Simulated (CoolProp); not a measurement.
A single-stage vapour-compression cycle with the fluid: evaporating at 307.15 K (dew point), condensing at 354.15 K (bubble point), superheat 10 K, subcooling 8 K, compressor efficiency 0.75, no pressure losses. The same conditions are run with several fluids, on thermodynamics alone (safety and materials aside).

Values from CoolProp's reference Helmholtz-energy equation of state of each fluid (R113: Marx 1992; R1224YDZ: Akasaka 2023; sulfur dioxide: Gao 2016; c-C4F8 (RC318): Platzer 1990; R236FA: Pan 2012; n-pentane: Thol 2019). The equations of Platzer and Polt are older, rougher fits.

```tsv
fluid	cooling COP	pressure ratio	discharge temperature (K)	refrigerating effect (kJ/kg)	volumetric capacity (kJ/m³)
R113	4.32	4.31	361.1	118	545
R1224YDZ	4.13	3.75	361.8	121	1460
sulfur dioxide	4.14	3.51	433.4	298	4100
c-C4F8 (RC318)	3.53	3.33	354.1	62.0	2180
R236FA	3.87	3.51	359.9	97.9	2280
n-pentane	4.26	4.00	358.6	281	754
```

The compression ends wet for: c-C4F8 (RC318).
